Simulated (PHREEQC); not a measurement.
Consider water at 25 °C with 0.6 mol NaBr, 0.36 mol H3BO3 and 0.41 mol KBr per kg of water. It is in equilibrium with CO2 at log p = 0 (atm). Otherwise closed; pH follows from the charge balance.

The numbers come from PHREEQC with the Pitzer model, pitzer.dat.

Task: The ionic strength comes out as 1.01 mol/kgw. What activity coefficients do Na+, Br-, B3O3(OH)4-, B(OH)4-, H+ get?

Result: Na+ 0.72, Br- 0.59, B3O3(OH)4- 0.22, B(OH)4- 0.45, H+ 1.0. Single-ion values are on the MacInnes scale.

No solid was allowed to form. In brines, pH and single-ion activities rest on the MacInnes convention.
